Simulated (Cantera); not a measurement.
Mixture: 13.2 % CH4, 0.726 % C2H6, 18.1 % O2, 68.0 % N2, equivalence ratio 1.6, at 21.0 bar, adiabatic and at constant volume. Ignition delay is the time to a rise of 400 K.

Cantera simulation using GRI-Mech 3.0 (53 species, 325 reactions); the numbers are that mechanism's predictions, not measurements. The pressure lies above the range GRI-Mech 3.0 was tuned for (to about 10 atm).

Predict: delay at 1298 K; delay at 1398 K; delay at 1498 K; delay at 1598 K; delay at 1698 K; delay at 1798 K; delay at 1898 K; apparent activation energy between 1698 and 1898 K.

delay at 1298 K: 0.293 ms
delay at 1398 K: 0.118 ms
delay at 1498 K: 49.4 µs
delay at 1598 K: 21.4 µs
delay at 1698 K: 9.78 µs
delay at 1798 K: 4.82 µs
delay at 1898 K: 2.59 µs
apparent activation energy between 1698 and 1898 K: 180 kJ/mol
